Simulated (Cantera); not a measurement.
# Stirred combustor or abatement burner

A perfectly stirred reactor is fed with CH₄ : CO : O₂ : N₂ = 1 : 0.57 : 5.71 : 21.5 (molar parts), at 0.630 bar; it is adiabatic with a 700 K inlet, and is followed from long to short residence time, starting on the burning branch (τ in s: 0.38, 0.12, 0.04, 0.013, 0.0042, 0.0014, 0.00045, 0.00015, 4.7e-05).

Detailed kinetics in Cantera: GRI-Mech 3.0 (53 species, 325 reactions).

```json
[
 {"τ (s)": "0.38", "T (K)": "1644", "x CH₄": "5.40e-6", "x CO": "0.000185", "x O₂": "0.120", "x CH₃": "8.70e-7", "x H": "5.78e-6", "x HCN": "7.42e-10"},
 {"τ (s)": "0.12", "T (K)": "1640", "x CH₄": "1.11e-5", "x CO": "0.000402", "x O₂": "0.120", "x CH₃": "1.65e-6", "x H": "1.76e-5", "x HCN": "8.65e-10"},
 {"τ (s)": "0.040", "T (K)": "1633", "x CH₄": "2.19e-5", "x CO": "0.000841", "x O₂": "0.120", "x CH₃": "2.93e-6", "x H": "5.04e-5", "x HCN": "1.01e-9"},
 {"τ (s)": "0.013", "T (K)": "1619", "x CH₄": "4.41e-5", "x CO": "0.00178", "x O₂": "0.120", "x CH₃": "5.19e-6", "x H": "0.000144", "x HCN": "1.42e-9"},
 {"τ (s)": "0.0042", "T (K)": "1591", "x CH₄": "9.28e-5", "x CO": "0.00379", "x O₂": "0.121", "x CH₃": "9.38e-6", "x H": "0.000385", "x HCN": "2.60e-9"},
 {"τ (s)": "0.0014", "T (K)": "1541", "x CH₄": "0.000216", "x CO": "0.00799", "x O₂": "0.123", "x CH₃": "1.82e-5", "x H": "0.000864", "x HCN": "5.33e-9"},
 {"τ (s)": "0.00045", "T (K)": "1436", "x CH₄": "0.000788", "x CO": "0.0184", "x O₂": "0.129", "x CH₃": "5.03e-5", "x H": "0.00134", "x HCN": "1.20e-8"},
 {"τ (s)": "0.00015", "T (K)": "700", "x CH₄": "0.0347", "x CO": "0.0198", "x O₂": "0.198", "x CH₃": "<1e-12", "x H": "<1e-12", "x HCN": "<1e-12"},
 {"τ (s)": "4.7e-5", "T (K)": "700", "x CH₄": "0.0347", "x CO": "0.0198", "x O₂": "0.198", "x CH₃": "<1e-12", "x H": "<1e-12", "x HCN": "<1e-12"}
]
```
x: mole fraction; the columns are a selection and need not sum to one.
